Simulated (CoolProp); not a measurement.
Vapour pressure (bar) of neopentane: the reference equation beside estimates from Tc = 433.7 K, pc = 31.96 bar, ω = 0.196. Clausius-Clapeyron is anchored at 318 K with a constant enthalpy of vaporisation of 20.65 kJ/mol.

Computed with CoolProp (reference Helmholtz-energy equation of state, Lemmon 2006). It is a short technical equation, of lower accuracy than the large ones.

```json
[
 {"T (K)": "290.2", "reference": "1.320", "Lee-Kesler": "1.317", "Clausius-Clapeyron": "1.464", "Redlich-Kwong": "1.886"},
 {"T (K)": "297.2", "reference": "1.663", "Lee-Kesler": "1.662", "Clausius-Clapeyron": "1.791", "Redlich-Kwong": "2.328"},
 {"T (K)": "304.1", "reference": "2.065", "Lee-Kesler": "2.065", "Clausius-Clapeyron": "2.165", "Redlich-Kwong": "2.833"},
 {"T (K)": "311.1", "reference": "2.544", "Lee-Kesler": "2.546", "Clausius-Clapeyron": "2.601", "Redlich-Kwong": "3.421"},
 {"T (K)": "318", "reference": "3.093", "Lee-Kesler": "3.098", "Clausius-Clapeyron": "3.093", "Redlich-Kwong": "4.082"},
 {"T (K)": "325", "reference": "3.737", "Lee-Kesler": "3.744", "Clausius-Clapeyron": "3.660", "Redlich-Kwong": "4.840"},
 {"T (K)": "331.9", "reference": "4.464", "Lee-Kesler": "4.474", "Clausius-Clapeyron": "4.290", "Redlich-Kwong": "5.680"},
 {"T (K)": "338.9", "reference": "5.305", "Lee-Kesler": "5.315", "Clausius-Clapeyron": "5.007", "Redlich-Kwong": "6.630"},
 {"T (K)": "345.8", "reference": "6.242", "Lee-Kesler": "6.253", "Clausius-Clapeyron": "5.795", "Redlich-Kwong": "7.670"}
]
```

Absolute difference from the reference over all 9 rows, mean and median: Lee-Kesler 0.1 and 0.2 %, Clausius-Clapeyron 4.9 and 4.8 %, Redlich-Kwong 32.3 and 32.0 %.
